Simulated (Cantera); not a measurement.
An adiabatic, constant-pressure homogeneous reactor starts with CO : H2 : CH4 : O2 : N2 = 1 : 0.17 : 0.052 : 1.09 : 4.11 (molar parts), equivalence ratio 0.63, at 1050 K and 57000 Pa. Integrator tolerance rtol = 1e-08.

Model: GRI-Mech 3.0 (53 species, 325 reactions), integrated in Cantera.

Question: What does this change do: pressure from 57000 Pa to 190000 Pa?

Answer: 
```csv
quantity,before,after
time of steepest temperature rise,0.593 ms,0.591 ms
temperature at 3.00 s,2405 K,2449 K
equilibrium temperature,2405 K,2449 K
x(CO) at 3.00 s,0.0178 (gas-phase equilibrium 0.0178),0.0131 (gas-phase equilibrium 0.0131)
x(H2) at 3.00 s,0.000792 (gas-phase equilibrium 0.000792),0.000563 (gas-phase equilibrium 0.000563)
x(CH4) at 3.00 s,<1e-12 (gas-phase equilibrium <1e-12),<1e-12 (gas-phase equilibrium <1e-12)
x(C2H2) at 3.00 s,<1e-12 (gas-phase equilibrium <1e-12),<1e-12 (gas-phase equilibrium <1e-12)
x(C2H6) at 3.00 s,<1e-12 (gas-phase equilibrium <1e-12),<1e-12 (gas-phase equilibrium <1e-12)
x(C2H) at 3.00 s,<1e-12 (gas-phase equilibrium <1e-12),<1e-12 (gas-phase equilibrium <1e-12)
```

Question: What does this change do: CO 1 to 2.3 parts?

Answer: 
| quantity | before | after |
|---|---|---|
| time of steepest temperature rise | 0.593 ms | 0.613 ms |
| temperature at 3.00 s | 2405 K | 2620 K |
| equilibrium temperature | 2405 K | 2620 K |
| x(CO) at 3.00 s | 0.0178 (gas-phase equilibrium 0.0178) | 0.127 (gas-phase equilibrium 0.127) |
| x(H2) at 3.00 s | 0.000792 (gas-phase equilibrium 0.000792) | 0.00290 (gas-phase equilibrium 0.00290) |
| x(CH4) at 3.00 s | <1e-12 (gas-phase equilibrium <1e-12) | <1e-12 (gas-phase equilibrium <1e-12) |
| x(C2H2) at 3.00 s | <1e-12 (gas-phase equilibrium <1e-12) | <1e-12 (gas-phase equilibrium <1e-12) |
| x(C2H6) at 3.00 s | <1e-12 (gas-phase equilibrium <1e-12) | <1e-12 (gas-phase equilibrium <1e-12) |
| x(C2H) at 3.00 s | <1e-12 (gas-phase equilibrium <1e-12) | <1e-12 (gas-phase equilibrium <1e-12) |
